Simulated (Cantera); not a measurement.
Dilute partial oxidation

A perfectly stirred reactor is fed with 0.249 % CH₃OH, 0.328 % O₂, 99.4 % N₂, equivalence ratio 1.1, at 9.87 atm; it is held at 1175 K, and followed from long to short residence time.

Computed with Cantera and GRI-Mech 3.0 (53 species, 325 reactions). GRI-Mech 3.0 was tuned for natural gas; its chemistry of methanol as a main component is partial and can be far from experiment.

| τ (s) | x CH₃OH | x O₂ | x C₂H₄ | x H₂O | x CO₂ | x NO | x CO |
|---|---|---|---|---|---|---|---|
| 6.7 | 5.24e-7 | 1.21e-5 | 1.04e-10 | 0.00447 | 0.00205 | 1.89e-8 | 0.000428 |
| 2.6 | 1.02e-6 | 2.35e-5 | 1.64e-10 | 0.00451 | 0.00199 | 2.72e-8 | 0.000486 |
| 0.98 | 2.18e-6 | 5.10e-5 | 1.93e-10 | 0.00455 | 0.00190 | 3.43e-8 | 0.000582 |
| 0.37 | 7.88e-6 | 0.000188 | 4.83e-11 | 0.00455 | 0.00162 | 2.11e-8 | 0.000843 |
| 0.14 | 2.93e-5 | 0.000587 | 1.11e-11 | 0.00423 | 0.00113 | 4.49e-9 | 0.00130 |
| 0.054 | 7.95e-5 | 0.00110 | 8.45e-12 | 0.00363 | 0.000713 | 8.44e-10 | 0.00164 |
| 0.021 | 0.000200 | 0.00164 | 7.77e-12 | 0.00284 | 0.000404 | 1.38e-10 | 0.00177 |
| 0.0079 | 0.000451 | 0.00209 | 6.59e-12 | 0.00212 | 0.000199 | 2.40e-11 | 0.00162 |
| 0.0030 | 0.000881 | 0.00248 | 4.07e-12 | 0.00146 | 7.64e-5 | 4.92e-12 | 0.00119 |
| 0.0011 | 0.00168 | 0.00294 | <1e-12 | 0.000600 | 1.00e-5 | <1e-12 | 0.000404 |
| 0.00044 | 0.00249 | 0.00328 | 1.35e-12 | 1.23e-7 | 1.65e-8 | <1e-12 | 1.72e-8 |
x: mole fraction; the columns are a selection and need not sum to one.
